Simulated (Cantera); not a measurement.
What does this Cantera script print?

```python
import numpy as np
import cantera as ct

gas_names = """
    H HNO HNO2 HNO3 HO2 H2 H2O H2O2 N NH NH2 NH3 NH2OH NO NO2 NO3 N2 N2H2 N2H4 N2O O OH O2 O3 Si SiH
    SiH2 SiH3 SiH4 SiN SiO SiO2 Si2 Si2N Si3
""".split()
cond_names = """
    H2O(s) H2O(L) Si(cr) Si(L) SiO2(Lqz) SiO2(hqz) SiO2(L) Si2N2O(s) Si3N4(a)
""".split()


# ... load() reads the species with a 1 bar reference pressure and builds the phases ...
atoms = {
    'Si2H6': {'Si': 2, 'H': 6},
    'O2': {'O': 2},
    'N2': {'N': 2},
}
top_T = {'Si2N2O(s)': 2100, 'Si3N4(a)': 2400}  # K; cautious upper limits of use, not melting points


# ... equilibrate(T, P, feed) seeds the gas with the atoms and calls Mixture.equilibrate('TP', solver="vcs", rtol=1e-11, max_steps=5000) ...
results = []
feed = {'Si2H6': 1, 'O2': 0.24, 'N2': 6.9}  # mol
T = 1023.15  # K
P = 1333.22  # Pa
mix = equilibrate(T, P, feed)
results.append((T, P, feed, dict(zip(mix.species_names, mix.species_moles))))
x = sorted(zip(gas.X, gas.species_names), reverse=True)
print(f"T = {T:g} K  P = {P:g} Pa  gas = {mix.phase_moles(0):.4g} mol")
print("   x: " + "  ".join(f"{s} {v:.3e}" for v, s in x if v > 0.001))
print("   condensed (mol): " + ("  ".join(f"{mix.phase(i).name} {mix.phase_moles(i):.4g}"
      for i in range(1, mix.n_phases) if mix.phase_moles(i) > 1e-12) or "none"))
```

Result:

```
T = 1023.15 K  P = 1333.22 Pa  gas = 8.727 mol
   x: N2 6.562e-01  H2 3.438e-01
   condensed (mol): Si2N2O(s) 0.48  Si3N4(a) 0.3467
```

Equilibrium computed with Cantera from the NASA thermochemical tables; the gas is ideal and each condensed phase is pure. The feed counts by its element totals alone. N2 is the only nitrogen source here; it is nearly inert below about 1500 K, so the nitride shown seldom forms there in practice. Mutual solubility and eutectic melting of coexisting phases are not modelled.
